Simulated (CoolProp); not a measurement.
Model: reference Helmholtz-energy equation of state, Lemmon 2006, in CoolProp. It is a short technical equation, of lower accuracy than the large ones.

### Question
For carbonyl sulfide, give the phase and the Joule-Thomson coefficient (K/MPa) at 429.5 K and 431 kPa; 429.5 K and 1630 kPa.

### Answer
- 429.5 K and 431 kPa: gas; Joule-Thomson coefficient 8.62
- 429.5 K and 1630 kPa: gas; Joule-Thomson coefficient 8.85
